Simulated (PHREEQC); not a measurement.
Make-up at 54 °C: 0.0016 mol/kgw KOH and 0.002 mol/kgw (CH3)4NCl. Closed to the air; pH follows from the charge balance.

Computed with PHREEQC (ion-association model, phreeqc.dat).

```json
[
 {"quantity": "pH", "before": "10.33", "after": "10.34"},
 {"quantity": "ionic strength (mol/kgw)", "before": "0.00360", "after": "0.00260"},
 {"quantity": "SI of Sylvite (KCl)", "before": "-6.59", "after": "-6.88"}
]
```

Name the change that produced these shifts.
(A) temperature from 54 to 90 °C
(B) 0.00013 mol/kgw Fe2(SO4)3 added
(C) (CH3)4NCl from 0.002 to 0.001 mol/kgw
(D) diluted 2-fold with water
(E) temperature from 54 to 30 °C

C, (CH3)4NCl from 0.002 to 0.001 mol/kgw

Precipitation was switched off in this run. (CH3)4N+ isn't in the database: it is added as a free cation with an ion size of 4 Å. At this temperature some constants are extrapolated from 25 °C, and those without enthalpy data are left unchanged.
